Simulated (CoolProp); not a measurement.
Vapour-liquid equilibrium of n-heptane (1) + toluene (2) at 335.4 K; x and y are mole fractions of (1).

Computed with CoolProp (multi-fluid Helmholtz-energy mixture model, Span 2003 and Lemmon 2006; pair parameters Bell 2016).

```tsv
x	bubble pressure (kPa)	y at the bubble point	dew pressure at overall composition x (kPa)	liquid density (mol/L)
0.05	21.47	0.102	20.84	8.809
0.2	24.27	0.317	22.72	8.343
0.35	26.25	0.468	24.71	7.918
0.5	27.72	0.592	26.65	7.531
0.65	28.85	0.709	28.31	7.178
0.8	29.72	0.829	29.54	6.853
0.95	30.36	0.956	30.34	6.555
```

No azeotrope shows between x = 0.05 and 0.95.

Pair parameters are fitted to limited data, so mixtures are less certain than the pure fluids.
